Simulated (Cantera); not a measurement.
A freely propagating, adiabatic, planar premixed flame of H2 : O2 : N2 = 1 : 0.294 : 1.11 (molar parts), unburnt at 425 K and 0.987 atm; mixture-averaged transport, grid criteria slope 0.08 and curve 0.16, no radiation.

Detailed kinetics in Cantera: the H2/O2 subset of GRI-Mech 3.0, which has no nitrogen chemistry. Burning velocities carry a grid error of a few per cent, more on coarse grids.

Question: How do the results move with these cheaper or finer settings: unity-Lewis-number transport; multicomponent transport; multicomponent+Soret transport; grid criteria slope 0.5, curve 1; grid criteria slope 0.25, curve 0.5; grid criteria slope 0.03, curve 0.06?

Answer: 
```tsv
setting	laminar burning velocity	thermal thickness	peak x(H)	peak x(O)	grid points
as above	521 cm/s	0.387 mm	0.0827	0.00489	119
unity-Lewis-number transport	315 cm/s	0.343 mm	0.0851	0.00367	112
multicomponent transport	509 cm/s	0.390 mm	0.0824	0.00479	119
multicomponent+Soret transport	487 cm/s	0.379 mm	0.0811	0.00480	119
grid criteria slope 0.5, curve 1	558 cm/s	0.504 mm	0.0843	0.00434	42
grid criteria slope 0.25, curve 0.5	540 cm/s	0.436 mm	0.0837	0.00477	63
grid criteria slope 0.03, curve 0.06	518 cm/s	0.379 mm	0.0824	0.00496	285
```
Unity Lewis numbers drop preferential diffusion, which matters most where H2 and H carry the flame; Soret adds thermal diffusion.
